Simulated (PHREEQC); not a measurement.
Solution (20 °C): 1.4 mol/kgw MgCl2, 0.4 mol/kgw Na2SO4 and 0.0012 mol/kgw H4SiO4. Closed to the air; pH follows from the charge balance.

Equilibrium calculation in PHREEQC: Pitzer model, pitzer.dat.

```tsv
quantity	before	after
pH	5.63	6.10
H3SiO4- (mol/kgw)	1.04e-6	2.26e-6
MgOH+ (mol/kgw)	7.53e-7	7.09e-7
SI of SiO2(a) (SiO2)	+0.19	+0.02
```

Problem. What was changed between the two runs?
(A) H4SiO4 from 0.0012 to 0.0018 mol/kgw
(B) diluted 100-fold with water
(C) diluted 2-fold with water
(D) temperature from 20 to 65 °C
(E) MgCl2 replaced by MgSO4 at the same molality

Solution. E, MgCl2 replaced by MgSO4 at the same molality

Precipitation was switched off in this run. Some of these states are supersaturated (in SiO2(a), for instance). In brines, pH and single-ion activities rest on the MacInnes convention.
